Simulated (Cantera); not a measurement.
Cantera run:

```python
import numpy as np
import cantera as ct

gas_names = """
    CL CL2 H HCL H2 Si SiCL SiCL2 SiCL3 SiCL4 SiH SiHCL3 SiH2 SiH2CL2 SiH3 SiH3CL SiH4 Si2 Si3
""".split()
cond_names = """
    Si(cr) Si(L)
""".split()


# ... load() reads the species with a 1 bar reference pressure and builds the phases ...
atoms = {
    'SiCl4': {'Si': 1, 'CL': 4},
    'HCl': {'H': 1, 'CL': 1},
    'H2': {'H': 2},
}
top_T = {}  # K; cautious upper limits of use, not melting points


# ... equilibrate(T, P, feed) seeds the gas with the atoms and calls Mixture.equilibrate('TP', solver="vcs", rtol=1e-11, max_steps=5000) ...
results = []
feed = {'SiCl4': 1, 'HCl': 1.9, 'H2': 7.1}  # mol
P = 33000  # Pa
for T in [550, 650, 750, 850, 950, 1050, 1150, 1250]:
    mix = equilibrate(T, P, feed)
    results.append((T, P, feed, dict(zip(mix.species_names, mix.species_moles))))

top = {s: max(r[3][s] / sum(r[3][g] for g in gas_names) for r in results) for s in gas_names}
cols = sorted((s for s in top if top[s] > 0.0001), key=lambda s: -top[s])[:7]
seen = [c for c in cond_names if any(r[3].get(c, 0) > 1e-12 for r in results)]
print("log10 of partial pressures in bar; condensed amounts in mol")
print(f"{'T/K':>10s}" + "".join(f"{s[:9]:>10s}" for s in cols + seen))
for T, P, feed, n in results:
    ng = sum(n[g] for g in gas_names)
    print(f"{T:10.4g}" + "".join(f"{np.log10(max(n[s] / ng * P / 1e5, 1e-99)):10.3f}" for s in cols)
          + "".join(f"{n.get(c, 0):10.4g}" for c in seen))
```

Result:

```
log10 of partial pressures in bar; condensed amounts in mol
       T/K        H2       HCL     SiCL4    SiHCL3     SiCL3     SiCL2   SiH2CL2
       550    -0.630    -1.203    -1.481    -6.030   -12.063   -19.095   -11.953
       650    -0.630    -1.203    -1.482    -4.999    -9.463   -14.636    -9.754
       750    -0.630    -1.202    -1.482    -4.255    -7.566   -11.385    -8.161
       850    -0.631    -1.201    -1.484    -3.694    -6.125    -8.915    -6.959
       950    -0.631    -1.199    -1.489    -3.260    -4.998    -6.984    -6.024
      1050    -0.633    -1.194    -1.499    -2.921    -4.099    -5.441    -5.287
      1150    -0.635    -1.184    -1.519    -2.662    -3.377    -4.197    -4.707
      1250    -0.641    -1.164    -1.562    -2.488    -2.815    -3.212    -4.280
```

Equilibrium computed with Cantera from the NASA thermochemical tables; the gas is ideal and each condensed phase is pure. The tables' values for SiCl3 are old estimates; treat these amounts as uncertain.
